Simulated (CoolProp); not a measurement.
Model: reference Helmholtz-energy equation of state, Schmidt 1985, in CoolProp. Above 300 K oxygen's equation is extrapolated.

Q: For oxygen, give the phase and the cp (kJ/(kg K)), cv (kJ/(kg K)), speed of sound (m/s) at 807.8 K and 8.16 MPa; 545 K and 2 MPa; 641.3 K and 13.9 MPa.

A: 
- 807.8 K and 8.16 MPa: supercritical; cp 1.07, cv 0.798, speed of sound 542
- 545 K and 2 MPa: gas; cp 0.994, cv 0.727, speed of sound 442
- 641.3 K and 13.9 MPa: supercritical; cp 1.05, cv 0.760, speed of sound 499
